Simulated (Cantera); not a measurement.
Mixture: CO : H₂ : O₂ : N₂ = 1 : 0.066 : 0.381 : 1.43 (molar parts), equivalence ratio 1.4, at 4.93 atm, adiabatic and at constant pressure. Ignition delay is the time to a rise of 400 K.

Cantera simulation using GRI-Mech 3.0 (53 species, 325 reactions); the numbers are that mechanism's predictions, not measurements. The hydrogen kinetics of GRI-Mech 3.0 are dated; newer H2 mechanisms differ, most at raised pressure. Where the delays flatten at high temperature, the 400 K rule measures the pace of heat release, not the induction time.

| quantity | before | after |
|---|---|---|
| delay at 975 K | 5.49 ms | 4.74 ms |
| delay at 1075 K | 0.385 ms | 0.350 ms |
| delay at 1175 K | 54.3 µs | 50.8 µs |
| delay at 1275 K | 22.7 µs | 20.7 µs |
| delay at 1375 K | 14.2 µs | 12.6 µs |

### Question
Name the change that produced these shifts.
(A) constant volume in place of constant pressure
(B) N2 1.43 to 3.5 parts
(C) CO 1 to 0.36 parts
(D) H2 0.066 to 0.023 parts

### Answer
A, constant volume in place of constant pressure
